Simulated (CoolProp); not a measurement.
Saturation properties of m-xylene (Tc = 343.7 °C, pc = 35.35 bar, ω = 0.326).

The numbers come from the reference Helmholtz-energy equation of state, Zhou 2012 in CoolProp.

| T (°C) | p (bar) | vapour density (kg/m³) | vapour viscosity (µPa s) |
|---|---|---|---|
| 144.65 | 1.174 | (withheld) | 8.97 |
| 158.15 | 1.647 | 5.192 | 9.26 |
| 171.65 | 2.257 | (withheld) | 9.56 |
| 185.15 | 3.028 | 9.297 | 9.86 |
| 198.65 | 3.986 | 12.15 | 10.2 |
| 212.15 | 5.160 | 15.68 | (withheld) |
| 225.65 | (withheld) | (withheld) | 10.8 |
| 239.15 | 8.275 | 25.40 | 11.2 |
| 252.75 | 10.30 | 32.07 | 11.6 |
| 266.25 | (withheld) | 40.30 | 12.0 |

Question: Fill in the missing entries.

Answer: 
- 144.65, vapour density (kg/m³): 3.770
- 171.65, vapour density (kg/m³): 7.008
- 212.15, vapour viscosity (µPa s): 10.5
- 225.65, p (bar): 6.579
- 225.65, vapour density (kg/m³): 20.04
- 266.25, p (bar): 12.66

It boils at 139.1 °C under 1 atm.

Viscosity comes from a separate model (Cao 2016).
